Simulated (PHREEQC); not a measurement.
Consider water at 27 °C with 0.0019 mol/kgw HF and 0.0068 mol/kgw NH4HF2. It is in equilibrium with CO2 at log p = -3.4 (atm). Otherwise closed; pH follows from the charge balance.

Model: ion-association model, wateq4f.dat, run in PHREEQC.

No solid was allowed to form.

Predict the pH, ionic strength.

pH 3.15; ionic strength 0.00758 mol/kgw.

In which forms is F present?

HF 48 %, F- 47 %, HF2- 2.8 %, H2F2 1.7 % of the F.
